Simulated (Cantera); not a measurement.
**Al + HCl (aluminium and copper etching)**

Input: 1 mol Al, a varied amount of HCl, equilibrated at 677 °C and 2.70 Torr.

Cantera equilibrium calculation (NASA polynomials, part measured and part estimated; ideal gas, pure solids and liquids). Candidate condensed phases: Al, AlCl3; 12 gas species. The tables' values for AlCl2 are old estimates; treat these amounts as uncertain. Equilibrium is a limit: real reactors are often held back by kinetics, nucleation or transport.

From 1.9 mol HCl to 2.6 mol HCl the condensed part is Al(l). From 3.1 mol HCl to 13 mol HCl nothing is condensed. The main Al-bearing gas is AlCl3 throughout.

| n(HCl) (mol) | x HCl | x H2 | x AlCl3 | x AlCl | x AlCl2 | x Al2Cl6 | x Cl | x H | n Al(l) |
|---|---|---|---|---|---|---|---|---|---|
| 1.9 | 6.53e-5 | 0.570 | 0.349 | 0.0709 | 0.0107 | 9.05e-5 | <1e-12 | 7.00e-9 | 0.282 |
| 2.2 | 6.53e-5 | 0.570 | 0.349 | 0.0709 | 0.0107 | 9.05e-5 | <1e-12 | 7.00e-9 | 0.169 |
| 2.6 | 6.53e-5 | 0.570 | 0.349 | 0.0709 | 0.0107 | 9.05e-5 | <1e-12 | 7.00e-9 | 0.0174 |
| 3.1 | 0.0385 | 0.577 | 0.384 | 2.28e-7 | 2.01e-5 | 0.000110 | 4.47e-10 | 7.04e-9 | 0 |
| 3.8 | 0.242 | 0.455 | 0.303 | 3.56e-9 | 2.23e-6 | 6.83e-5 | 3.17e-9 | 6.25e-9 | 0 |
| 4.5 | 0.375 | 0.375 | 0.250 | 1.01e-9 | 1.08e-6 | 4.65e-5 | 5.41e-9 | 5.68e-9 | 0 |
| 5.3 | 0.479 | 0.313 | 0.208 | 4.31e-10 | 6.43e-7 | 3.23e-5 | 7.57e-9 | 5.18e-9 | 0 |
| 6.4 | 0.576 | 0.254 | 0.169 | 1.97e-10 | 3.93e-7 | 2.14e-5 | 1.01e-8 | 4.68e-9 | 0 |
| 7.6 | 0.648 | 0.211 | 0.141 | 1.08e-10 | 2.64e-7 | 1.48e-5 | 1.24e-8 | 4.26e-9 | 0 |
| 9.1 | 0.709 | 0.174 | 0.116 | 6.13e-11 | 1.81e-7 | 1.01e-5 | 1.50e-8 | 3.87e-9 | 0 |
| 11 | 0.762 | 0.143 | 0.0952 | 3.57e-11 | 1.25e-7 | 6.75e-6 | 1.78e-8 | 3.50e-9 | 0 |
| 13 | 0.800 | 0.120 | 0.0800 | 2.28e-11 | 9.17e-8 | 4.76e-6 | 2.04e-8 | 3.21e-9 | 0 |
x: gas mole fraction; n: condensed amount in mol.
